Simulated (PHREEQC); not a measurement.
Consider water at 55 °C with 0.0014 mol/kgw HNO3, 0.00091 mol/kgw ZnSO4 and 0.062 mol/kgw CuCl2. It is in equilibrium with CO2 at log p = -2 (atm). Otherwise closed; pH follows from the charge balance.

Model: ion-association model, phreeqc.dat, run in PHREEQC.

Each row changes one thing in this solution. Precipitation was switched off in this run.

```tsv
case	pH	ionic strength (mol/kgw)	Cl- (mol/kgw)	HCO3- (mol/kgw)	(CO2)2 (mol/kgw)
as made	2.96	0.154	0.106	1.12e-7	1.30e-9
CuCl2 replaced by HCl at the same molality	1.28	0.0651	0.0618	2.19e-9	1.32e-9
HNO3 from 0.0014 to 0.0028 mol/kgw	2.66	0.156	0.106	5.62e-8	1.30e-9
ZnSO4 left out	2.95	0.153	0.106	1.09e-7	1.30e-9
diluted 5-fold with water	3.62	…	0.0234	4.54e-7	1.33e-9
CuCl2 from 0.062 to 0.31 mol/kgw	2.98	0.591	…	1.31e-7	1.17e-9
temperature from 55 to 40 °C	2.96	0.167	0.113	1.44e-7	1.56e-9
0.0027 mol/kgw NaBr added	2.96	0.157	0.106	1.12e-7	1.30e-9
HNO3 from 0.0014 to 0.014 mol/kgw	1.96	0.168	0.107	1.13e-8	1.29e-9
```

Task: Complete the blanks.

Result: 
- diluted 5-fold with water, ionic strength (mol/kgw): 0.0352
- CuCl2 from 0.062 to 0.31 mol/kgw, Cl- (mol/kgw): 0.441

Constants without temperature data keep their 25 °C values here.
